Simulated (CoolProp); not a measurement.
Vapour-liquid equilibrium of n-decane (1) + n-dodecane (2) at 538.7 K; x and y are mole fractions of (1).

Computed with CoolProp (multi-fluid Helmholtz-energy mixture model, Lemmon 2006 and Lemmon 2004; pair parameters Bell 2016).

Problem. Give the bubble pressure and the first vapour's composition at x = 0.15, 0.55, 0.75. Is there an azeotrope?

Solution. x = 0.15: 0.3368 MPa, y = 0.253; x = 0.55: 0.4809 MPa, y = 0.701; x = 0.75: 0.5577 MPa, y = 0.850. No azeotrope shows between x = 0.05 and 0.95.

Pair parameters are fitted to limited data, so mixtures are less certain than the pure fluids.
